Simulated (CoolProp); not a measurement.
R142b along the isotherm 427.6 K: Z from the reference equation and from simpler models built on Tc = 410.3 K, pc = 4055 kPa, ω = 0.232; each cubic takes its own stable root.

Model: reference Helmholtz-energy equation of state, Lemmon 2006, in CoolProp. It is a short technical equation, of lower accuracy than the large ones.

```
p (kPa)          phase  reference
-------  -------------  ---------
724                gas     0.9446
1450               gas     0.8843
2170               gas     0.8183
2900               gas     0.7425
3620               gas     0.6545
4340     supercritical     0.5434
5070     supercritical     0.3850
5790     supercritical     0.2925
6520     supercritical     0.2888
7240     supercritical     0.3008
7960     supercritical     0.3171
8690     supercritical     0.3355
9410     supercritical     0.3544
10100    supercritical     0.3729
```

Q: How far does each simpler model (Redlich-Kwong, Soave-Redlich-Kwong, Peng-Robinson) lie from the reference over these 14 states: mean and median of the absolute difference, and the worst?

A: 
- Redlich-Kwong: mean 8.1 %, median 7.7 %, worst +17.6 % at 427.6 K and 6520 kPa
- Soave-Redlich-Kwong: mean 11.3 %, median 13.8 %, worst +22.6 % at 427.6 K and 6520 kPa
- Peng-Robinson: mean 5.6 %, median 5.0 %, worst +13.3 % at 427.6 K and 5790 kPa
